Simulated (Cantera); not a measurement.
An isothermal, constant-pressure homogeneous reactor starts with N2O : H2O = 1 : 0.0085 (molar parts), at 1025 K and 0.0133 bar. Integrator tolerance rtol = 1e-08.

Computed with Cantera and GRI-Mech 3.0 (53 species, 325 reactions). GRI-Mech 3.0 was tuned for natural gas; its chemistry of N2O as a main component is partial and can be far from experiment. Radical loss at walls, strong at low pressure, is not modelled. The mechanism lacks the step 2 NO + O2 → 2 NO2, which can matter for NO2 below about 1400 K. The temperature is held fixed by assumption; the heat of reaction is taken as removed at once.

Q: What does this change do: pressure from 0.0133 bar to 1.00 bar?

A: 
```tsv
quantity	before	after
x(N2O) at 30.0 s	0.984 (gas-phase equilibrium 4.02e-10)	0.614 (gas-phase equilibrium 3.49e-9)
x(H2O) at 30.0 s	0.00841 (gas-phase equilibrium 0.00563)	0.00736 (gas-phase equilibrium 0.00563)
x(NO2) at 30.0 s	7.55e-5 (gas-phase equilibrium 3.11e-7)	0.000315 (gas-phase equilibrium 2.69e-6)
x(OH) at 30.0 s	6.19e-7 (gas-phase equilibrium 1.45e-7)	8.62e-7 (gas-phase equilibrium 4.94e-8)
x(H2O2) at 30.0 s	1.30e-9 (gas-phase equilibrium 1.44e-12)	3.36e-9 (gas-phase equilibrium 1.25e-11)
x(NO) at 30.0 s	0.000156 (gas-phase equilibrium 4.74e-5)	0.00935 (gas-phase equilibrium 4.74e-5)
x(HO2) at 30.0 s	1.39e-7 (gas-phase equilibrium 1.56e-10)	6.13e-9 (gas-phase equilibrium 4.60e-10)
```
